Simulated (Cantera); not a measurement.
# Silicon etching in halogen gases: Si + HBr

Feed: 1 mol Si, 6.7 mol HBr, at 0.0488 Torr.

Method: chemical equilibrium by Gibbs-energy minimisation in Cantera with the NASA 1993 tables (ideal gas, pure condensed phases). Candidate condensed phases: Br₂, Si; 19 gas species. The tables' values for SiBr₃, SiBr are old estimates; treat these amounts as uncertain. Equilibrium is a limit: real reactors are often held back by kinetics, nucleation or transport.

```tsv
T (°C)	log p HBr	log p H₂	log p Br	log p SiBr₄	log p SiBr₂	log p H	log p SiBr₃	log p SiBr
502	-4.51	-4.64	-9.90	-4.94	-10.36	-14.32	-9.33	<-16
577	-4.51	-4.64	-9.00	-4.94	-8.68	-13.01	-8.30	<-16
652	-4.51	-4.64	-8.25	-4.95	-7.30	-11.91	-7.45	-15.39
727	-4.50	-4.66	-7.58	-4.98	-6.19	-10.97	-6.78	-13.25
802	-4.45	-4.74	-6.94	-5.14	-5.51	-10.20	-6.40	-11.75
877	-4.39	-4.85	-6.34	-5.48	-5.19	-9.55	-6.31	-10.76
952	-4.37	-4.93	-5.86	-6.01	-5.07	-8.97	-6.43	-10.00
1027	-4.39	-4.94	-5.49	-6.67	-5.04	-8.43	-6.67	-9.35
1102	-4.43	-4.91	-5.21	-7.39	-5.04	-7.92	-6.95	-8.74
1177	-4.49	-4.86	-5.00	-8.11	-5.05	-7.45	-7.26	-8.17
1252	-4.58	-4.80	-4.84	-8.84	-5.07	-7.03	-7.57	-7.63
1327	-4.69	-4.76	-4.73	-9.56	-5.09	-6.64	-7.89	-7.12
1402	-4.82	-4.73	-4.65	-10.27	-5.12	-6.30	-8.22	-6.65
```
log p: log10 of the partial pressure in bar; nothing condenses.

From 502 °C to 1402 °C nothing is condensed. The main Si-bearing gas is SiBr₄ at 502 °C and SiBr₂ at 1402 °C.
